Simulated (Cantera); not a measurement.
# Ignition delay

Mixture: C3H8 : O2 : N2 = 1 : 9.62 : 67.3 (molar parts), at 17.0 bar, adiabatic and at constant volume. Ignition delay is the time to a rise of 400 K.

Detailed kinetics in Cantera: GRI-Mech 3.0 (53 species, 325 reactions). GRI-Mech 3.0 was tuned for natural gas; its chemistry of propane as a main component is partial and can be far from experiment. The pressure lies above the range GRI-Mech 3.0 was tuned for (to about 10 atm).

```
T0 (K)  delay (ms)
------  ----------
1198          1.51
1248         0.645
1298         0.288
1348         0.135
1398        0.0673
1448        0.0357
1498        0.0202
1548        0.0122
```

The apparent activation energy between 1448 and 1548 K comes out as 200 kJ/mol.
